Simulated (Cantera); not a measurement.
A freely propagating, adiabatic, planar premixed flame of 28.6 % H₂, 14.3 % O₂, 53.7 % N₂, 3.43 % H₂O, unburnt at 600 K and 1.00 bar; unity-Lewis-number transport, grid criteria slope 0.08 and curve 0.16, no radiation.

Computed with Cantera and the H2/O2 subset of GRI-Mech 3.0, which has no nitrogen chemistry. Unity Lewis numbers drop preferential diffusion, which matters most where H2 and H carry the flame. Burning velocities carry a grid error of a few per cent, more on coarse grids.

x: mole fraction of selected species; z is measured from the peak of heat release.

| z (mm) | T (K) | u (m/s) | x H₂ | x O₂ | x H₂O | x H₂O₂ | x HO₂ | x OH |
|---|---|---|---|---|---|---|---|---|
| -1.06 | 600 | 4.70 | 0.286 | 0.143 | 0.0343 | <1e-8 | <1e-8 | <1e-8 |
| -0.704 | 600 | 4.70 | 0.286 | 0.143 | 0.0343 | <1e-8 | [?] | <1e-8 |
| -0.528 | 600 | 4.70 | 0.286 | 0.143 | 0.0343 | <1e-8 | [?] | <1e-8 |
| -0.352 | 601 | 4.71 | 0.286 | 0.143 | 0.0344 | 9.85e-8 | [?] | <1e-8 |
| -0.176 | 631 | 4.93 | 0.282 | 0.141 | 0.0382 | 3.83e-6 | [?] | 9.01e-6 |
| -0.0880 | 846 | 6.53 | 0.253 | 0.127 | 0.0699 | 8.58e-6 | [?] | 0.000498 |
| 0 | 1290 | 9.68 | 0.144 | 0.0777 | 0.169 | 4.93e-6 | [?] | 0.00408 |
| 0.0880 | 1580 | 11.6 | 0.0649 | 0.0387 | 0.241 | 3.03e-6 | [?] | 0.0113 |
| 0.176 | 1726 | 12.5 | 0.0524 | 0.0294 | 0.260 | 1.80e-6 | [?] | 0.0148 |
| 0.352 | 1885 | 13.5 | 0.0493 | 0.0249 | 0.273 | 9.45e-7 | [?] | 0.0170 |
| 0.704 | 2045 | 14.5 | 0.0451 | 0.0208 | 0.288 | 5.29e-7 | [?] | 0.0179 |
| 1.41 | 2192 | 15.3 | 0.0391 | 0.0168 | 0.303 | 3.43e-7 | [?] | 0.0173 |
| 2.82 | 2315 | 16.0 | 0.0322 | 0.0130 | 0.318 | 2.56e-7 | [?] | 0.0154 |

### Question
What belongs in the gaps?

### Answer

- -0.704, x HO₂: 2.13e-8
- -0.528, x HO₂: 1.98e-7
- -0.352, x HO₂: 3.48e-6
- -0.176, x HO₂: 0.000148
- -0.0880, x HO₂: 0.000221
- 0, x HO₂: 8.21e-5
- 0.0880, x HO₂: 3.31e-5
- 0.176, x HO₂: 2.16e-5
- 0.352, x HO₂: 1.50e-5
- 0.704, x HO₂: 9.99e-6
- 1.41, x HO₂: 6.34e-6
- 2.82, x HO₂: 4.04e-6
